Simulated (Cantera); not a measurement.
An isothermal, constant-pressure homogeneous reactor starts with 1.19 % H2, 98.8 % O2, at 1173 K and 0.00650 bar.

Cantera simulation using the H2/O2 subset of GRI-Mech 3.0, which has no nitrogen chemistry; the numbers are that mechanism's predictions, not measurements. Radical loss at walls, strong at low pressure, is not modelled.

x: mole fraction; the columns are a selection and need not sum to one.

```csv
t (s),x H2,x O2,x H2O2,x H2O,x H,x O
5.00e-5,0.0119,0.988,<1e-12,<1e-12,1.23e-10,3.36e-11
0.000229,0.0119,0.988,<1e-12,6.30e-11,3.21e-10,4.52e-10
0.00105,0.0119,0.988,<1e-12,2.70e-9,1.01e-9,4.93e-9
0.00478,0.0119,0.988,1.29e-11,3.86e-7,4.87e-8,3.51e-7
0.0219,0.000341,0.978,2.53e-8,0.0104,0.000928,0.00922
0.100,5.27e-5,0.979,1.10e-8,0.0111,0.000534,0.00876
0.457,3.08e-5,0.983,1.06e-8,0.0114,0.000234,0.00503
2.09,___,0.987,___,0.0118,___,___
9.56,6.00e-7,0.988,3.01e-9,0.0119,6.24e-7,9.58e-5
43.7,___,0.988,5.26e-10,0.0119,___,___
200,5.67e-9,0.988,8.11e-11,0.0119,5.82e-10,9.13e-7
```

Question: Fill in the missing entries.

Answer: 
- 2.09, x H2: 6.79e-6
- 2.09, x H2O2: 8.10e-9
- 2.09, x H: 2.37e-5
- 2.09, x O: 0.00109
- 43.7, x H2: 4.84e-8
- 43.7, x H: 1.44e-8
- 43.7, x O: 7.76e-6
